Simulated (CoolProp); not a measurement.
Aqueous propylene glycol as a coolant, at 38 °C, 1 atm.

Computed with CoolProp (Melinder's fits for secondary coolants).

```json
[
 {"mass %": "5.1", "freezing point (°C)": "-1.2", "viscosity (mPa s)": "…", "Prandtl number": "5.55", "density (kg/m³)": "996.8", "cp (kJ/(kg K))": "4.136"},
 {"mass %": "10.1", "freezing point (°C)": "-2.9", "viscosity (mPa s)": "0.924", "Prandtl number": "6.69", "density (kg/m³)": "1000", "cp (kJ/(kg K))": "4.098"},
 {"mass %": "15.2", "freezing point (°C)": "…", "viscosity (mPa s)": "1.07", "Prandtl number": "8.07", "density (kg/m³)": "1004", "cp (kJ/(kg K))": "4.057"},
 {"mass %": "20.3", "freezing point (°C)": "-7.3", "viscosity (mPa s)": "1.24", "Prandtl number": "9.76", "density (kg/m³)": "1008", "cp (kJ/(kg K))": "4.012"},
 {"mass %": "25.4", "freezing point (°C)": "-10.0", "viscosity (mPa s)": "1.44", "Prandtl number": "11.8", "density (kg/m³)": "1011", "cp (kJ/(kg K))": "3.959"},
 {"mass %": "30.5", "freezing point (°C)": "-13.1", "viscosity (mPa s)": "1.69", "Prandtl number": "14.4", "density (kg/m³)": "1015", "cp (kJ/(kg K))": "3.899"},
 {"mass %": "35.6", "freezing point (°C)": "-16.8", "viscosity (mPa s)": "1.98", "Prandtl number": "17.6", "density (kg/m³)": "1018", "cp (kJ/(kg K))": "3.830"},
 {"mass %": "40.7", "freezing point (°C)": "…", "viscosity (mPa s)": "2.33", "Prandtl number": "21.4", "density (kg/m³)": "1022", "cp (kJ/(kg K))": "3.754"},
 {"mass %": "45.7", "freezing point (°C)": "-26.6", "viscosity (mPa s)": "2.72", "Prandtl number": "25.8", "density (kg/m³)": "1025", "cp (kJ/(kg K))": "3.673"},
 {"mass %": "50.8", "freezing point (°C)": "-33.4", "viscosity (mPa s)": "3.20", "Prandtl number": "31.4", "density (kg/m³)": "1027", "cp (kJ/(kg K))": "3.585"},
 {"mass %": "55.9", "freezing point (°C)": "-41.8", "viscosity (mPa s)": "3.78", "Prandtl number": "38.3", "density (kg/m³)": "…", "cp (kJ/(kg K))": "3.495"}
]
```

Q: What belongs in the gaps?

A: 
- 5.1, viscosity (mPa s): 0.799
- 15.2, freezing point (°C): -5.0
- 40.7, freezing point (°C): -21.2
- 55.9, density (kg/m³): 1029
